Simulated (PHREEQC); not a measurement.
PHREEQC input (Pitzer model, pitzer.dat):

```
SOLUTION 1
  temp 25
  units mol/kgw
  pH 7 charge
  Br 0.014
  Na 0.014
  S(6) 0.00028
  Ca 0.00028
END
USE solution 1
INCREMENTAL_REACTIONS false
REACTION 1
  H2O -1
  0 9.886 18.011 24.689 30.178 34.689 38.397 41.444
  43.949 46.007 47.699 49.089 50.232 51.172 51.944 52.578
  53.1 53.528 53.88 54.17 54.408 54.603 54.764 54.896
  55.005 55.094 55.168 55.228 moles
EQUILIBRIUM_PHASES 1
  Glauberite 0 0
  Gypsum 0 0
  Anhydrite 0 0
  Mirabilite 0 0
  Portlandite 0 0
  Thenardite 0 0
SELECTED_OUTPUT 1
  -reset false
  -pH true
  -pe true
  -ionic_strength true
  -water true
  -activities H2O
  -totals Br Ca Na S
  -molalities H+ Na+ Ca+2 SO4-2 Br- OH- HSO4-
  -equilibrium_phases Glauberite Gypsum Anhydrite Mirabilite Portlandite Thenardite
PRINT
  -reset false
END
```

Selected output (columns that matter, 13 of 28 rows; water left (kg) added in front):

```
water left (kg)	pH	mu	Br	Ca	Na	S	m_H+	m_Na+	m_Ca+2	m_SO4-2	m_Br-	m_OH-	la_H2O	Gypsum
1	6.9978	0.01512	0.014	0.00028	0.014	0.00028	1.1278e-07	0.014	0.00028	0.00028	0.014	1.1454e-07	-0.00021457	0
0.675514	6.9976	0.022383	0.020725	0.0004145	0.020725	0.0004145	1.1489e-07	0.020725	0.0004145	0.0004145	0.020725	1.1729e-07	-0.0003156	0
0.456313	6.9971	0.033135	0.030681	0.00061361	0.030681	0.00061361	1.1726e-07	0.030681	0.00061361	0.00061361	0.030681	1.2048e-07	-0.00046408	0
0.253345	6.9954	0.059682	0.055261	0.0011052	0.055261	0.0011052	1.2121e-07	0.055261	0.0011052	0.0011052	0.055261	1.2612e-07	-0.00082718	0
0.171138	6.9931	0.08835	0.081805	0.0016361	0.081805	0.0016361	1.2402e-07	0.081805	0.0016361	0.0016361	0.081805	1.3041e-07	-0.0012164	0
0.115613	6.9892	0.13078	0.12109	0.0024219	0.12109	0.0024219	1.2684e-07	0.12109	0.0024219	0.0024219	0.12109	1.3502e-07	-0.0017904	0
0.0641769	6.9789	0.2356	0.21815	0.0043629	0.21815	0.0043629	1.3066e-07	0.21815	0.0043629	0.0043629	0.21815	1.4214e-07	-0.0032084	0
0.0433504	6.9672	0.34879	0.32295	0.006459	0.32295	0.006459	1.3246e-07	0.32295	0.006459	0.006459	0.32295	1.4657e-07	-0.0047501	0
0.0292979	6.9498	0.51608	0.47785	0.009557	0.47785	0.009557	1.3312e-07	0.47785	0.009557	0.009557	0.47785	1.5015e-07	-0.0070604	0
0.0197855	6.9238	0.7642	0.70759	0.014152	0.70759	0.014152	1.3193e-07	0.70759	0.014152	0.014152	0.70759	1.5216e-07	-0.010571	0
0.0133718	6.8855	1.1307	1.047	0.02094	1.047	0.02094	1.2793e-07	1.047	0.02094	0.02094	1.047	1.5158e-07	-0.015971	0
0.0074265	6.7911	2.036	1.8851	0.037703	1.8851	0.037703	1.1383e-07	1.8851	0.037703	0.037703	1.8851	1.4325e-07	-0.030577	0
0.00501094	6.6835	2.9861	2.7939	0.04806	2.7939	0.04806	9.8113e-08	2.7939	0.04806	0.04806	2.7939	1.2831e-07	-0.048614	3.9175e-05
```

Complexes and solids missing from the database can't appear.
